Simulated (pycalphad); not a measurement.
An equivalent pycalphad script:

```python
from pycalphad import Database, equilibrium, calculate, variables as v
import numpy as np
db = Database('COST507.tdb')
comps = ['SI', 'ZR', 'VA']
phases = ['BCC_A2', 'DIAMOND_A4', 'HCP_A3', 'LIQUID', 'OMEGA', 'SI2ZR', 'SI2ZR3', 'SI3ZR5', 'SI4ZR5', 'SIZR', 'SIZR2', 'SIZR3']
eq = equilibrium(db, comps, phases, {v.X('ZR'): 0.165, v.T: np.arange(2800, 499, -100), v.P: 101325, v.N: 1}, output=['HM', 'SM'])
```

Source of the numbers: pycalphad with the COST 507 light-alloy database (1999); pressure 1 atm. These are 1990s assessments: newer ones move some temperatures and phases. Phase fractions are per mole of atoms. Diffusion is slow at the low end, where real alloys seldom reach equilibrium.

Results at three of the temperatures:

```
T = 1800.00 K, P = 101325 Pa, N = 1 mol of atoms
G = -112018 J/mol, H = 50025 J/mol, S = 90.02 J/(mol K)  (SER reference)
chemical potentials (J/mol): Si -82136, Zr -263241
phase             fraction      x(Si)      x(Zr)
LIQUID              0.8088     0.8748     0.1252
SI2ZR               0.1912     0.6667     0.3333
```

```
T = 1700.00 K, P = 101325 Pa, N = 1 mol of atoms
G = -103264 J/mol, H = 41797 J/mol, S = 85.33 J/(mol K)  (SER reference)
chemical potentials (J/mol): Si -71559, Zr -263710
phase             fraction      x(Si)      x(Zr)
LIQUID              0.6957     0.9086     0.0914
SI2ZR               0.3043     0.6667     0.3333
```

```
T = 1500.00 K, P = 101325 Pa, N = 1 mol of atoms
G = -89332 J/mol, H = 2753 J/mol, S = 61.39 J/(mol K)  (SER reference)
chemical potentials (J/mol): Si -56966, Zr -253125
phase             fraction      x(Si)      x(Zr)
DIAMOND_A4          0.5050     1.0000       none
SI2ZR               0.4950     0.6667     0.3333
```

Changes of the phase set, refined by bisection:

| T (K) | phases above | phases below |
|---|---|---|
| 1890.6 | liquid | liquid + SI2ZR |
| 1634.6 | liquid + SI2ZR | diamond (Si) + SI2ZR |

Database names, with the compositions (at.%) that they take in these runs: SI2ZR: Si 67 Zr 33. DIAMOND_A4 is diamond (Si). An entry "none" or "no" means that the model of the phase leaves that element out.
